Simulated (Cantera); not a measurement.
## Thermodynamics of silicon nitride deposition, feed Si2Cl6 + NH3

Input: 1 mol Si2Cl6, a varied amount of NH3, at 14.0 Pa.

These are equilibrium values from Cantera (NASA tables, ideal gas, pure condensed phases), not measurements of a reactor. Candidate condensed phases: NH4Cl, Si, Si3N4; 28 gas species. The feed counts by its element totals alone. Mutual solubility and eutectic melting of coexisting phases are not modelled. The tables' values for SiCl3 are old estimates. Equilibrium is a limit: real reactors are often held back by kinetics, nucleation or transport.

Stable condensed phases:

```
T in K \ n(NH3) in mol
         0.28 0.37 0.47 0.57 0.67 0.77 0.87 0.96  1.1  1.2
   1448     A    A    A    A    A    A    A    A    A    A
   1398     A    A    A    A    A    A    A    A    A    A
   1348     A    A    A    A    A    A    A    A    A    A
   1298     A    A    A    A    A    B    B    B    B    B
   1248     B    B    B    B    B    B    B    B    B    B
   1198     B    B    B    B    B    B    B    B    B    B
   1148     B    B    B    B    B    B    B    B    B    B
   1098     C    B    B    B    B    B    B    B    B    B
   1048     C    C    C    B    B    B    B    B    B    B
    998     C    C    C    C    B    B    B    B    B    B
    948     C    C    C    C    B    B    B    B    B    B
    898     C    C    C    C    C    B    B    B    B    B
```

A: gas only; B: Si3N4; C: Si + Si3N4.
